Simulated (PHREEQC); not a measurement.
Solution (35 °C): 0.64 mol NH4Cl, 0.11 mol NH3 and 0.017 mol LiCl per kg of water. Closed to the air; pH follows from the charge balance.

The numbers come from PHREEQC with the ion-association model, wateq4f.dat.

Task: The ionic strength comes out as 0.657 mol/kgw. What activity coefficients do Cl-, OH-, Li+, NH4+ get?

Result: Cl- 0.62, OH- 0.61, Li+ 0.69, NH4+ 0.74.

Precipitation was switched off in this run. Complexes and solids missing from the database can't appear.
